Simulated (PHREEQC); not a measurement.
A solution holds 0.21 mol ZnSO4 per kg of water, at 41 °C. Closed to the air; pH follows from the charge balance.

Model: ion-association model, wateq4f.dat, run in PHREEQC.

Precipitation was switched off in this run.

### Question
Estimate the pH, ionic strength.

### Answer
pH 5.27; ionic strength 0.380 mol/kgw.

### Question
In which forms is Zn present?

### Answer
Zn+2 45 %, ZnSO4 39 %, Zn(SO4)2-2 16 % of the Zn.

Away from 25 °C the constants follow the database's enthalpies or fits; those with neither stay at their 25 °C values.
